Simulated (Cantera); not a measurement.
A freely propagating, adiabatic, planar premixed flame of CH₄ : C₂H₆ : O₂ : N₂ = 1 : 0.034 : 1.93 : 7.24 (molar parts), equivalence ratio 1.1, unburnt at 600 K and 0.133 bar; mixture-averaged transport, grid criteria slope 0.08 and curve 0.16, no radiation.

Cantera simulation using GRI-Mech 3.0 (53 species, 325 reactions); the numbers are that mechanism's predictions, not measurements. Burning velocities carry a grid error of a few per cent, more on coarse grids.

**Question.** Predict: laminar burning velocity; thermal thickness; peak x(C₂H₄).

**Answer.** 
```
Item                        Result
------------------------  --------
laminar burning velocity  182 cm/s
thermal thickness          1.94 mm
peak x(C₂H₄)              0.000873
```
